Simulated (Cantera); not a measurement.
# Thermodynamics of roasting and sulfation, feed FeS2 + H2S + O2

A closed system holds: 1 mol FeS2, 1.4 mol H2S, 8.7 mol O2, held at 2900 Pa.

These are equilibrium values from Cantera (NASA tables, ideal gas, pure condensed phases), not measurements of a reactor. Candidate condensed phases: Fe, FeO, Fe(OH)2, Fe(OH)3, FeS, FeSO4, FeS2, Fe2O3, Fe2(SO4)3, Fe3O4, H2O, H2SO4, S; 22 gas species. The numbers say what is thermodynamically allowed, not how fast it happens.

```csv
T (K),log p O2,log p SO2,log p SO3,log p H2O,n Fe2(SO4)3(s),n Fe2O3(s),n Fe3O4(s)
623,-1.94,-4.40,-2.00,-2.14,0.500,0,0
773,-1.93,-2.87,-2.07,-2.14,0.500,0,0
923,-1.93,-2.10,-2.38,-2.30,0,0.500,0
1073,-1.90,-1.97,-3.01,-2.32,0,0.500,0
1223,-1.89,-1.95,-3.57,-2.33,0,0.500,0
1373,-1.89,-1.95,-4.01,-2.33,0,0.500,0
1523,-1.89,-1.94,-4.37,-2.33,0,0.500,0
1673,-1.88,-1.95,-4.66,-2.33,0,0,0.333
1823,-1.89,-1.95,-4.90,-2.34,0,0,0.333
```
log p: log10 of the partial pressure in bar; n: condensed amount in mol.

From 623 K to 773 K the condensed part is Fe2(SO4)3(s). From 923 K to 1523 K the condensed part is Fe2O3(s). From 1673 K to 1823 K the condensed part is Fe3O4(s).
